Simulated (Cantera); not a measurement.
A Cantera script and its output.

```python
import numpy as np
import cantera as ct

surf = ct.Interface("diamond.yaml", "diamond_100")
gas, bulk = surf.adjacent["gas"], surf.adjacent["diamond"]
k = surf.kinetics_species_index(bulk.species_names[0])
cover = ["c6HH", "c6H*", "c6*H", "c6**", "c6HM", "c6B"]

rows, drift = [], 0.0
print(f"{'T':>10s}{'um/h':>11s}" + "".join(f"{s:>11s}" for s in cover))
for v in [925, 975, 1025, 1075, 1125, 1175, 1225, 1275, 1325, 1375]:
    T, P, xH, xCH3 = v, 9300, 0.018, 0.00055
    gas.TPX = T, P, {"H": xH, "CH3": xCH3, "CH4": 0.018, "H2": 1 - xH - xCH3 - 0.018}
    surf.TP = bulk.TP = T, P
    surf.coverages = "c6H*:0.1, c6HH:0.9"
    surf.advance_coverages(100.0)
    before = surf.coverages
    surf.advance_coverages(100.0)
    drift = max(drift, np.max(np.abs(surf.coverages - before) / (surf.coverages + 1e-9)))
    rate = surf.net_production_rates[k] * bulk.mean_molecular_weight / bulk.density * 3.6e9
    rows.append([rate, *surf[cover].coverages])
    print(f"{v:10.4g}{rate:11.4e}" + "".join(f"{x:11.3e}" for x in rows[-1][1:]))
```

Output:

```
         T       um/h       c6HH       c6H*       c6*H       c6**       c6HM        c6B
       925 1.8049e+01  6.486e-01  1.219e-02  3.053e-01  5.314e-03  2.239e-02  4.898e-08
       975 2.3503e+01  6.050e-01  1.610e-02  3.468e-01  7.949e-03  1.804e-02  6.378e-08
      1025 2.9435e+01  5.627e-01  2.050e-02  3.849e-01  1.137e-02  1.462e-02  7.987e-08
      1075 3.5347e+01  5.225e-01  2.529e-02  4.191e-01  1.564e-02  1.179e-02  9.592e-08
      1125 4.0105e+01  4.851e-01  3.039e-02  4.492e-01  2.082e-02  9.270e-03  1.088e-07
      1175 4.1692e+01  4.506e-01  3.571e-02  4.754e-01  2.692e-02  6.828e-03  1.131e-07
      1225 3.8309e+01  4.191e-01  4.118e-02  4.978e-01  3.395e-02  4.468e-03  1.040e-07
      1275 3.1162e+01  3.902e-01  4.669e-02  5.164e-01  4.182e-02  2.516e-03  8.456e-08
      1325 2.4210e+01  3.637e-01  5.213e-02  5.309e-01  5.044e-02  1.244e-03  6.570e-08
      1375 1.9987e+01  3.394e-01  5.743e-02  5.418e-01  5.970e-02  5.704e-04  5.423e-08
```

Model: the Harris–Goodwin 1993 mechanism for the reconstructed diamond (100) surface, integrated in Cantera.
